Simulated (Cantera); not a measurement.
Feed: 1 mol Si3N4, 0.03 mol CO2, 880 mol H2, held at 800000 Pa.

Cantera equilibrium calculation (NASA polynomials, part measured and part estimated; ideal gas, pure solids and liquids). Candidate condensed phases: C, C6H6, C7H8, C8H18, H2O, Si, SiC, SiO2, Si2N2O, Si3N4; 151 gas species. Gases not in the tables: Si2H6 and higher silanes. Kinetics and transport are ignored.

**Question.** At 1925 K, list the 4 most abundant gas species with their mole fractions, and the condensed phases.

**Answer.** H2 0.997, N2 0.00226, H 0.000338, SiH2 6.79e-5. Condensed: Si(l).
